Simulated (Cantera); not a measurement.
Input (Python, Cantera) and output of one run.

```python
import numpy as np
import cantera as ct

gas_names = """
    CL CL2 H HCL H2 N NH NH2 NH3 N2 N2H2 N2H4 Si SiCL SiCL2 SiCL3 SiCL4 SiH SiHCL3 SiH2 SiH2CL2 SiH3
    SiH3CL SiH4 SiN Si2 Si2N Si3
""".split()
cond_names = """
    NH4CL(a) NH4CL(b) Si(cr) Si(L) Si3N4(a)
""".split()


def load(file, names, dense=False):
    # The tables refer to 1 bar. Condensed volumes are neglected.
    table = {s.name: s for s in ct.Species.list_from_file(file)}
    out = []
    for n in names:
        d = dict(table[n].input_data)
        d["thermo"] = dict(d["thermo"], **{"reference-pressure": 1e5})
        if dense:
            d["equation-of-state"] = {"model": "constant-volume", "density": "1e6 g/cm^3"}
        out.append(ct.Species.from_dict(d))
    return out


gas = ct.Solution(thermo="ideal-gas", species=load("nasa_gas.yaml", gas_names))
cond = {s.name: ct.Solution(thermo="fixed-stoichiometry", species=[s], name=s.name)
        for s in load("nasa_condensed.yaml", cond_names, dense=True)}
atoms = {
    'SiH2Cl2': {'Si': 1, 'H': 2, 'CL': 2},
    'NH3': {'N': 1, 'H': 3},
    'H2': {'H': 2},
}
top_T = {'Si3N4(a)': 2400}  # K; cautious upper limits of use, not melting points


def equilibrate(T, P, feed):
    n = {}
    for name, mol in feed.items():
        for a, k in atoms[name].items():
            n[a] = n.get(a, 0.0) + k * mol
    gas.TPX = T, P, n
    mass = sum(n.values()) * gas.mean_molecular_weight
    gas.equilibrate("TP")
    valid = [c for c in cond.values() if c.min_temp <= T <= top_T.get(c.name, c.max_temp)]
    mix = ct.Mixture([(gas, mass / gas.mean_molecular_weight)] + [(c, 0.0) for c in valid])
    mix.T, mix.P = T, P
    mix.equilibrate("TP", solver="vcs", rtol=1e-11, max_steps=5000)
    return mix


results = []
feed = {'SiH2Cl2': 1, 'NH3': 3.2, 'H2': 68}  # mol
T = 1625  # K
P = 17000  # Pa
mix = equilibrate(T, P, feed)
results.append((T, P, feed, dict(zip(mix.species_names, mix.species_moles))))
x = sorted(zip(gas.X, gas.species_names), reverse=True)
print(f"T = {T:g} K  P = {P:g} Pa  gas = {mix.phase_moles(0):.4g} mol")
print("   x: " + "  ".join(f"{s} {v:.3e}" for v, s in x if v > 1e-05))
print("   condensed (mol): " + ("  ".join(f"{mix.phase(i).name} {mix.phase_moles(i):.4g}"
      for i in range(1, mix.n_phases) if mix.phase_moles(i) > 1e-12) or "none"))
```

Result:

```
T = 1625 K  P = 17000 Pa  gas = 75.78 mol
   x: H2 9.614e-01  HCL 2.477e-02  N2 1.285e-02  SiCL2 7.879e-04  H 1.678e-04
   condensed (mol): Si3N4(a) 0.313
```

These are equilibrium values from Cantera (NASA tables, ideal gas, pure condensed phases), not measurements of a reactor.
